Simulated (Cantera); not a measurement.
Feed: 1 mol Si, 4.6 mol NF3, 0.16 mol H2, held at 950 K and 28.5 Torr.

These are equilibrium values from Cantera (NASA tables, ideal gas, pure condensed phases), not measurements of a reactor. The numbers say what is thermodynamically allowed, not how fast it happens.

| species | before | after |
|---|---|---|
| F | 0.192 | 0.719 |
| N2 | 0.248 | 0.176 |
| SiF4 | 0.109 | 0.0766 |
| F2 | 0.412 | 0.00332 |
| HF | 0.0348 | 0.0245 |
| NF3 | 0.00463 | 8.98e-9 |
Gas species are given as mole fractions.

Which change was made?
A) temperature from 950 K to 1475 K
B) temperature from 950 K to 1098.15 K
C) temperature from 950 K to 850 K
D) temperature from 950 K to 1023 K

A, temperature from 950 K to 1475 K
